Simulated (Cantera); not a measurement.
Mixture: 12.5 % CH4, 0.815 % CO, 18.2 % O2, 68.5 % N2, at 5.00 bar, adiabatic and at constant pressure. Ignition delay is the time to a rise of 400 K.

Detailed kinetics in Cantera: GRI-Mech 3.0 (53 species, 325 reactions).

### Question
Predict: delay at 1023 K; delay at 1073 K; delay at 1123 K; delay at 1173 K; delay at 1223 K; delay at 1273 K; delay at 1323 K; apparent activation energy between 1223 and 1323 K.

### Answer
```json
{
 "delay at 1023 K": "0.181 s",
 "delay at 1073 K": "81.2 ms",
 "delay at 1123 K": "38.4 ms",
 "delay at 1173 K": "19.0 ms",
 "delay at 1223 K": "9.75 ms",
 "delay at 1273 K": "5.17 ms",
 "delay at 1323 K": "2.82 ms",
 "apparent activation energy between 1223 and 1323 K": "170 kJ/mol"
}
```
